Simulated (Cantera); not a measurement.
What does this Cantera script print?

```python
import numpy as np
import cantera as ct

gas = ct.Solution("SiF4_NH3_mec.yaml", "gas")
gas.TPX = 1973, 2666, {'NH3': 1, 'N2': 0.24}
inlet = ct.Reservoir(gas, clone=True)

reactor = ct.IdealGasConstPressureReactor(gas, energy="off", clone=False)
exhaust = ct.Reservoir(gas, clone=True)
tau = [1.5, 0.64, 0.27, 0.12, 0.05, 0.021, 0.0092, 0.0039, 0.0017][0]
for a, b in ((inlet, reactor), (reactor, exhaust)):
    ct.MassFlowController(a, b, mdot=lambda t: reactor.mass / tau)
net = ct.ReactorNet([reactor])
show = ['NH3', 'NH', 'H2', 'N2H2', 'H']

rows = []
print(f"{'tau/s':>10s}{'T/K':>9s}" + "".join(f"{s:>11s}" for s in show))
for tau in [1.5, 0.64, 0.27, 0.12, 0.05, 0.021, 0.0092, 0.0039, 0.0017]:
    net.initial_time = 0.0
    net.advance(30 * tau)
    before = gas.X
    net.advance(40 * tau)
    drift = np.max(np.abs(gas.X - before) / (gas.X + 1e-9))
    rows.append([gas.T, *gas[show].X, drift])
    print(f"{tau:10.3e}{gas.T:9.1f}" + "".join(f"{x:11.3e}" for x in gas[show].X))
```

Output:

```
     tau/s      T/K        NH3         NH         H2       N2H2          H
 1.500e+00   1973.0  2.726e-01  1.349e-05  4.426e-01  2.090e-06  3.244e-04
 6.400e-01   1973.0  4.326e-01  1.519e-05  3.097e-01  3.877e-06  1.984e-04
 2.700e-01   1973.0  5.896e-01  1.549e-05  1.793e-01  6.022e-06  1.067e-04
 1.200e-01   1973.0  6.941e-01  1.431e-05  9.248e-02  7.632e-06  5.456e-05
 5.000e-02   1973.0  7.568e-01  1.206e-05  4.033e-02  8.413e-06  2.466e-05
 2.100e-02   1973.0  7.859e-01  9.711e-06  1.615e-02  8.079e-06  1.047e-05
 9.200e-03   1973.0  7.982e-01  7.569e-06  6.044e-03  6.586e-06  4.270e-06
 3.900e-03   1973.0  8.036e-01  4.911e-06  1.757e-03  3.746e-06  1.508e-06
 1.700e-03   1973.0  8.055e-01  2.117e-06  4.394e-04  1.153e-06  6.022e-07
```

Model: the gas-phase N/H chemistry of the illustrative SiF4/NH3 mechanism in the Surface Chemkin manual (1991), integrated in Cantera. Walls and surfaces, which speed up NH3 decomposition in real reactors, are not modelled.
